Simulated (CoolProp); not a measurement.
n-undecane along the isotherm 571.9 K: Z from the reference equation and from simpler models built on Tc = 638.8 K, pc = 19.90 bar, ω = 0.539; each cubic takes its own stable root.

The numbers come from the reference Helmholtz-energy equation of state, Aleksandrov 2011 in CoolProp. It is a short technical equation, of lower accuracy than the large ones.

```tsv
p (bar)	phase	reference
2.71	gas	0.9152
5.43	gas	0.8152
8.14	liquid	0.05517
10.9	liquid	0.07345
13.6	liquid	0.09116
16.3	liquid	0.1087
19	liquid	0.1261
21.7	liquid	0.1434
24.4	liquid	0.1606
27.1	liquid	0.1776
29.9	liquid	0.1952
```

Question: How far does each simpler model (van der Waals, Redlich-Kwong, Soave-Redlich-Kwong, Peng-Robinson) lie from the reference over these 11 states: mean and median of the absolute difference, and the worst?

Answer: 
- van der Waals: mean 253.8 %, median 75.4 %, worst +1368.4 % at 571.9 K and 8.14 bar
- Redlich-Kwong: mean 141.6 %, median 30.9 %, worst +1294.2 % at 571.9 K and 8.14 bar
- Soave-Redlich-Kwong: mean 18.0 %, median 20.9 %, worst +23.8 % at 571.9 K and 8.14 bar
- Peng-Robinson: mean 6.3 %, median 7.0 %, worst +9.2 % at 571.9 K and 8.14 bar

At some of these states van der Waals, Redlich-Kwong gives the other phase, because its saturation line lies elsewhere.
